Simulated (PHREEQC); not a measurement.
Brine: speciation

Solution (20 °C): 1 mol MgCl2, 0.23 mol KCl and 0.27 mol LiCl per kg of water. Closed to the air; pH follows from the charge balance.

All values are PHREEQC results (Pitzer model, pitzer.dat), not measurements.

Each row changes one thing in this solution. Precipitation was switched off in this run.

| case | MgOH+ (mol/kgw) | SI of Sylvite (KCl) | SI of Bischofite (MgCl2:6H2O) |
|---|---|---|---|
| as made | 5.50e-7 | -1.43 | -4.67 |
| KCl from 0.23 to 0.345 mol/kgw | 5.55e-7 | -1.24 | -4.63 |
| MgCl2 from 1 to 5 mol/kgw | 3.28e-6 | -0.02 | -0.43 |
| diluted 5-fold with water | 2.27e-7 | -2.85 | -6.94 |
| LiCl from 0.27 to 0.027 mol/kgw | 5.42e-7 | -1.50 | -4.81 |
| diluted 10-fold with water | 1.70e-7 | -3.40 | -7.73 |
| LiCl from 0.27 to 0.405 mol/kgw | 5.55e-7 | -1.39 | -4.59 |
| LiCl replaced by LiBr at the same molality | 5.78e-7 | -1.48 | -4.75 |

Some of these states are supersaturated (in Carnallite, for instance).
